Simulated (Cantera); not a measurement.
Charge: 1 mol Si2Cl6, 3.6 mol HCl, 11 mol N2, equilibrated at 370 Pa.

Equilibrium computed with Cantera from the NASA thermochemical tables; the gas is ideal and each condensed phase is pure. Candidate condensed phases: NH4Cl, Si, Si3N4; 28 gas species. The feed counts by its element totals alone. N2 is the only nitrogen source here; it is nearly inert below about 1500 K, so the nitride shown seldom forms there in practice. The tables' values for SiCl3 are old estimates; treat these amounts as uncertain. Kinetics and transport are ignored.

### Question
At 900 K, list the 4 most abundant gas species with their mole fractions, and the condensed phases.

### Answer
N2 0.689, HCl 0.174, SiCl4 0.109, H2 0.0279. Condensed: Si3N4(s).
